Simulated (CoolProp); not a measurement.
Dimethyl carbonate at 498.31 K and 1.39 MPa is throttled through a valve to 0.136 MPa with no heat exchange. Each further row changes one setting.

Model: reference Helmholtz-energy equation of state, Zhou 2011, in CoolProp.

```json
[
 {"case": "as stated", "temperature change (K)": "-13.3", "final density (kg/m³)": "[?]"},
 {"case": "outlet pressure 0.0408 MPa", "temperature change (K)": "[?]", "final density (kg/m³)": "[?]"},
 {"case": "outlet pressure 0.177 MPa", "temperature change (K)": "-12.9", "final density (kg/m³)": "[?]"}
]
```

Q: Some entries are withheld; supply them.

A: 
- as stated, final density (kg/m³): 3.08
- outlet pressure 0.0408 MPa, temperature change (K): -14.2
- outlet pressure 0.0408 MPa, final density (kg/m³): 0.917
- outlet pressure 0.177 MPa, final density (kg/m³): 4.03
